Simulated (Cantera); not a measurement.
Feed: 1 mol Si2Cl6, 0.45 mol NH3, 52 mol N2, equilibrated at 0.133 bar.

Cantera equilibrium calculation (NASA polynomials, part measured and part estimated; ideal gas, pure solids and liquids). Candidate condensed phases: NH4Cl, Si, Si3N4; 28 gas species. The feed counts by its element totals alone. The tables' values for SiCl3 are old estimates; treat these amounts as uncertain. The numbers say what is thermodynamically allowed, not how fast it happens.

log p: log10 of the partial pressure in bar; n: condensed amount in mol.

```
T (K)  log p N2  log p HCl  log p SiCl4  log p SiCl2  log p SiCl3  n Si3N4(s)
-----  --------  ---------  -----------  -----------  -----------  ----------
798       -0.90      -2.55        -2.52       -11.41        -7.99       0.261
898       -0.90      -2.54        -2.53        -9.34        -6.78       0.265
998       -0.90      -2.53        -2.53        -7.70        -5.81       0.267
1098      -0.90      -2.52        -2.53   (withheld)        -5.02       0.268
1198      -0.90      -2.52        -2.54        -5.25        -4.37       0.268
1298      -0.90      -2.51        -2.56        -4.32        -3.82       0.262
1398      -0.90      -2.51        -2.61   (withheld)        -3.39  (withheld)
1498      -0.90      -2.52        -2.77        -2.93        -3.10       0.163
1598      -0.90      -2.54        -3.16        -2.53        -3.04      0.0291
```

What belongs in the gaps?


- 1398, log p SiCl2: -3.54
- 1398, n Si3N4(s): 0.237
- 1098, log p SiCl2: -6.36
